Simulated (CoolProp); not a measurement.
Model: reference Helmholtz-energy equation of state, Schroeder 2014, in CoolProp.

**Question.** For ethanol, give the phase and the density (kg/m³), cp (kJ/(kg K)), isothermal compressibility (1/MPa) at 61.15 °C and 7.51 MPa; 112.25 °C and 7.51 MPa; 239.85 °C and 7.51 MPa.

**Answer.** 
- 61.15 °C and 7.51 MPa: liquid; density 761, cp 2.73, isothermal compressibility 0.00134
- 112.25 °C and 7.51 MPa: liquid; density 712, cp 3.27, isothermal compressibility 0.00206
- 239.85 °C and 7.51 MPa: liquid; density 453, cp 7.13, isothermal compressibility 0.0606
